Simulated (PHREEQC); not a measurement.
Dissolve 0.073 mol/kgw CuSO4 and 9.5e-05 mol/kgw H2SO4 at 53 °C. Closed to the air; pH follows from the charge balance.

Model: ion-association model, wateq4f.dat, run in PHREEQC.

```yaml
pH: 4.14
ionic_strength: 0.152 mol/kgw
total_alkalinity: -0.190 meq/kg
```

```
species     molality  activity   log γ
----------  --------  --------  ------
Cu+2          0.0379    0.0128  -0.471
SO4-2         0.0379    0.0116  -0.515
CuSO4         0.0350    0.0362   0.015
HSO4-       0.000215  0.000159  -0.132
H+           8.98e-5   7.19e-5  -0.097
Cu2(OH)2+2   5.63e-5   1.76e-5  -0.505
CuOH+        2.44e-6   1.78e-6  -0.138
Cu(OH)2      4.98e-8   5.16e-8   0.015
```

This is a speciation only: nothing precipitates in the calculation. Constants without temperature data keep their 25 °C values here.
